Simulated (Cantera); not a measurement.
## Si + NF3 + N2 + F2 (silicon etching in halogen gases)

Feed: 1 mol Si, 1.4 mol NF3, 1.2 mol N2, 4.3 mol F2, at 1175 °C and 12.0 mbar.

Cantera equilibrium calculation (NASA polynomials, part measured and part estimated; ideal gas, pure solids and liquids). Candidate condensed phases: Si, Si3N4; 16 gas species. Rates play no part.

```yaml
x(F): 0.750
x(N2): 0.163
x(SiF4): 0.0856
x(F2): 0.00147
gas_amount: 11.68 mol
log10 activity of Si(s) (absent): -44.22
```
